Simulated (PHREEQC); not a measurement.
0.32 g of hydrous ferric oxide (600 m²/g; 0.2 weak and 0.005 strong sites per Fe, Dzombak-Morel constants, diffuse double layer) in 1 kg of water with 0.05 mol/kgw of an inert sodium salt and 0.00012 mol/kgw Na2SO4, at 25 °C; the pH is set by adding NaOH or the inert anion's acid. Oxygen alone is held at its pressure in air (log pO2 = -0.68). CO2 from the air is kept out. No solid was allowed to form.

The series has 17 steps of pH, from 3 to 11.

Model: ion-association model, wateq4f.dat, run in PHREEQC.

Near which pH is half of the S sorbed, and on which side is more sorbed?

Near pH 6.1, with more sorbed at lower pH.

The oxide is taken as insoluble; below pH 4 it would dissolve.
